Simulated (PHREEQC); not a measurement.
1 kg of water holding 0.28 mol Na2SO4, 0.0033 mol KCl and 0.048 mol NaHCO3 is evaporated at 20 °C; the solids stay in contact with the brine. CO2 from the air is kept out. Solids allowed: Arcanite, Burkeite, Glaserite, Halite, Kalicinite, Mirabilite, Misenite, Nahcolite, Natron, Sylvite, Thenardite, Trona. Others were left out.

Equilibrium calculation in PHREEQC: Pitzer model, pitzer.dat.

```json
[
 {"water left (kg)": "1", "ionic strength": "0.892", "water activity": "0.988", "Mirabilite (mol)": "0", "Nahcolite (mol)": "0"},
 {"water left (kg)": "0.6755", "ionic strength": "1.32", "water activity": "0.983", "Mirabilite (mol)": "0", "Nahcolite (mol)": "0"},
 {"water left (kg)": "0.4563", "ionic strength": "1.95", "water activity": "0.975", "Mirabilite (mol)": "0", "Nahcolite (mol)": "0"},
 {"water left (kg)": "0.3082", "ionic strength": "2.89", "water activity": "0.965", "Mirabilite (mol)": "0", "Nahcolite (mol)": "0"},
 {"water left (kg)": "0.2082", "ionic strength": "4.28", "water activity": "0.950", "Mirabilite (mol)": "0", "Nahcolite (mol)": "0"},
 {"water left (kg)": "0.1609", "ionic strength": "4.49", "water activity": "0.947", "Mirabilite (mol)": "0.0566", "Nahcolite (mol)": "0"},
 {"water left (kg)": "0.08734", "ionic strength": "4.82", "water activity": "0.940", "Mirabilite (mol)": "0.157", "Nahcolite (mol)": "0"},
 {"water left (kg)": "0.03769", "ionic strength": "5.55", "water activity": "0.926", "Mirabilite (mol)": "0.224", "Nahcolite (mol)": "0.00990"},
 {"water left (kg)": "0.003482", "ionic strength": "7.49", "water activity": "0.884", "Mirabilite (mol)": "0.273", "Nahcolite (mol)": "0.0450"}
]
```

Mirabilite from water left = 0.1609 kg (pH 7.51); Nahcolite from water left = 0.03769 kg (pH 7.38).

Complexes and solids missing from the database can't appear.
